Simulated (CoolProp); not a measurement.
Vapour-liquid equilibrium of dimethyl ether (1) + n-hexane (2) at 0.00842 MPa; x and y are mole fractions of (1).

Computed with CoolProp (multi-fluid Helmholtz-energy mixture model, Wu 2011 and Thol 2019; pair parameters Bell 2016).

```tsv
x	bubble temperature, mixture model (K)	bubble temperature, Raoult's law (K)	y, mixture model	y, Raoult's law
0.05	245.3	254.3	0.874	0.773
0.2	219.7	229.3	0.986	0.968
0.35	212.3	219.5	0.994	0.989
0.5	209.0	213.7	0.996	0.995
0.65	207.2	209.6	0.997	0.998
0.8	205.6	206.4	0.998	0.999
0.95	203.8	203.9	0.999	1.000
```

The largest gap from Raoult's law is -9.6 K in bubble temperature, at x = 0.2. No azeotrope shows between x = 0.05 and 0.95.

The pair parameters rest on a limited set of measurements; away from them the model extrapolates.
